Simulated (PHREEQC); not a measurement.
Consider water at 25 °C with 0.0099 mol/kgw HBr and 0.011 mol/kgw ZnSO4. Closed to the air; pH follows from the charge balance.

All values are PHREEQC results (ion-association model, phreeqc.dat), not measurements.

| quantity | before | after |
|---|---|---|
| pH | 2.18 | 5.74 |
| ionic strength (mol/kgw) | 0.0380 | 0.0558 |
| Zn+2 (mol/kgw) | 0.00813 | 0.00836 |
| SO4-2 (mol/kgw) | 0.00579 | 0.00639 |
| ZnSO4 (mol/kgw) | 0.00272 | 0.00249 |
| HSO4- (mol/kgw) | 0.00222 | 6.23e-7 |

Q: Name the change that produced these shifts.
A) 0.0024 mol/kgw MnSO4 added
B) ZnSO4 from 0.011 to 0.0022 mol/kgw
C) HBr replaced by CaBr2 at the same molality
D) temperature from 25 to 70 °C
E) ZnSO4 from 0.011 to 0.0055 mol/kgw

A: C, HBr replaced by CaBr2 at the same molality

Precipitation was switched off in this run.
